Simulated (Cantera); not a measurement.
A perfectly stirred reactor is fed with 0.524 % CH₄, 99.5 % N₂, at 1.13 Torr; it is held at 1648 K, and followed from long to short residence time.

Detailed kinetics in Cantera: GRI-Mech 3.0 (53 species, 325 reactions). GRI-Mech 3.0 stops at C3 and has no aromatics, soot or wall deposition, so with more carbon than oxygen in the feed, carbon stays in small species such as C2H2 where larger ones or solid carbon would form. Radical loss at walls, strong at low pressure, is not modelled.

x: mole fraction; the columns are a selection and need not sum to one.

```
τ (s)      x CH₄     x HCN     x CH₂      x H     x CH₃
-------  -------  --------  --------  -------  --------
15       0.00235   1.94e-6   2.06e-7  1.16e-5  0.000114
2.1      0.00473   2.12e-8   1.02e-7  1.73e-6  0.000118
0.30     0.00521  3.08e-11   5.14e-9  1.95e-7   2.23e-5
0.042    0.00523    <1e-12  1.85e-10        …         …
0.0059   0.00524    <1e-12  3.75e-12  9.57e-8   3.49e-7
0.00083  0.00524    <1e-12    <1e-12  2.64e-8   3.62e-8
0.00012  0.00524    <1e-12    <1e-12        …         …
```

Q: Fill in the missing entries.

A: 
- 0.042, x H: 1.52e-7
- 0.042, x CH₃: 3.01e-6
- 0.00012, x H: 4.41e-9
- 0.00012, x CH₃: 4.64e-9
